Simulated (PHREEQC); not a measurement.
Make-up at 25 °C: 0.021 mol/kgw NH4Cl, 0.0028 mol/kgw NaF and 0.033 mol/kgw NaCl. Closed to the air; pH follows from the charge balance.

Computed with PHREEQC (ion-association model, phreeqc.dat).

This is a speciation only: nothing precipitates in the calculation.

Question: Predict the pH.

Answer: pH 5.84.

Question: In which forms is F present?

Answer: F- 99 %, NaF 1.3 % of the F.
